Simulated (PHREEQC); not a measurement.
A PHREEQC input (ion-association model, wateq4f.dat):

```
SOLUTION 1
  temp 27
  units mg/L
  pH 6.62
  pe 10.6
  Na 60.3
  K 75.4
  Ca 37.5
  Mg 54
  Cl 60.7
  S(6) 172 as SO4
  Alkalinity 334 as HCO3
  Ba 2.75
  Si 3.74 as SiO2
  B 0.924
END
USE solution 5
EQUILIBRIUM_PHASES 1
  Gypsum 0 0
  Chalcedony 0 0
  CO2(g) -2 10
END
```

It stops with these messages:

```
ERROR: Solution 5 not found.
```

The fault: USE names a solution that was never defined. The line should read `USE solution 1` where the input has `USE solution 5`. With the mend the run ends at pH 7.51 and ionic strength 0.0141 mol/kgw.
